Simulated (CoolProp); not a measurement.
Vapour-liquid equilibrium of methanol (1) + acetone (2) at 1.44 MPa; x and y are mole fractions of (1).

Values from CoolProp's multi-fluid Helmholtz-energy mixture model, de Reuck 1993 and Lemmon 2006; pair parameters Bell 2016.

```tsv
x	bubble temperature, mixture model (K)	bubble temperature, Raoult's law (K)	y, mixture model	y, Raoult's law
0.05	433.5	434.5	0.071	0.063
0.15	430.6	433.1	0.197	0.183
0.25	428.3	431.9	0.308	0.297
0.35	426.6	430.7	(withheld)	0.404
0.45	425.3	429.5	(withheld)	0.506
0.55	424.4	428.5	0.583	0.604
0.65	423.8	427.5	(withheld)	0.698
0.75	423.6	426.6	0.753	0.788
0.85	423.7	425.7	(withheld)	0.875
0.95	(withheld)	424.9	(withheld)	0.959
```

### Question
Some entries are withheld; supply them.

### Answer

- 0.35, y, mixture model: 0.407
- 0.45, y, mixture model: 0.497
- 0.65, y, mixture model: 0.667
- 0.85, y, mixture model: 0.843
- 0.95, bubble temperature, mixture model (K): 424.1
- 0.95, y, mixture model: 0.944

The largest gap from Raoult's law is -4.2 K in bubble temperature, at x = 0.45. y crosses x between x = 0.75 and 0.85: the model has an azeotrope there.

The pair parameters rest on a limited set of measurements; away from them the model extrapolates.
